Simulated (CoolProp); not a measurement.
The fluoroketone C6F12O (FK-5-1-12) along the isobar 1.77 MPa: density (kg/m³) from the reference equation and from simpler models built on Tc = 441.8 K, pc = 1.869 MPa, ω = 0.471; each cubic takes its own stable root.

Model: reference Helmholtz-energy equation of state, McLinden 2015, in CoolProp.

| T (K) | phase | reference |
|---|---|---|
| 215 | liquid | 1838 |
| 238.5 | liquid | 1776 |
| 262 | liquid | 1712 |
| 285.5 | liquid | 1647 |
| 309.1 | liquid | 1578 |
| 332.6 | liquid | 1505 |
| 356.1 | liquid | 1424 |
| 379.7 | liquid | 1332 |
| 403.2 | liquid | 1220 |

Question: How far does each simpler model (van der Waals, Redlich-Kwong, Soave-Redlich-Kwong, Peng-Robinson) lie from the reference over these 9 states: mean and median of the absolute difference, and the worst?

Answer: 
- van der Waals: mean 40.2 %, median 40.1 %, worst -41.5 % at 215 K and 1.77 MPa
- Redlich-Kwong: mean 15.0 %, median 14.0 %, worst -19.2 % at 403.2 K and 1.77 MPa
- Soave-Redlich-Kwong: mean 9.6 %, median 9.1 %, worst -13.0 % at 403.2 K and 1.77 MPa
- Peng-Robinson: mean 2.4 %, median 2.7 %, worst +3.6 % at 309.1 K and 1.77 MPa
